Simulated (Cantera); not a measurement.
A closed system holds: 1 mol AlN, 11 mol Cl2, held at 16.0 mbar.

Equilibrium computed with Cantera from the NASA thermochemical tables; the gas is ideal and each condensed phase is pure. Candidate condensed phases: Al, AlCl3, AlN; 11 gas species. The tables' values for AlCl2 are old estimates; treat these amounts as uncertain. The numbers say what is thermodynamically allowed, not how fast it happens.

x: gas mole fraction; nothing condenses.

```csv
T (K),x Cl,x Cl2,x AlCl3,x N2,x AlCl2
973,0.00188,0.862,0.0908,0.0454,<1e-12
1123,0.0146,0.850,0.0902,0.0451,1.29e-10
1273,0.0686,0.800,0.0878,0.0439,5.69e-9
1423,0.218,0.661,0.0810,0.0405,1.13e-7
1573,[?],[?],[?],[?],1.34e-6
1723,0.731,0.182,0.0577,0.0288,1.22e-5
1873,0.861,[?],0.0517,0.0259,9.87e-5
2023,0.905,0.0202,0.0491,0.0249,0.000666
```

Q: What belongs in the gaps?

A: 
- 1873, x Cl2: 0.0614
- 1573, x Cl: 0.478
- 1573, x Cl2: 0.419
- 1573, x AlCl3: 0.0692
- 1573, x N2: 0.0346
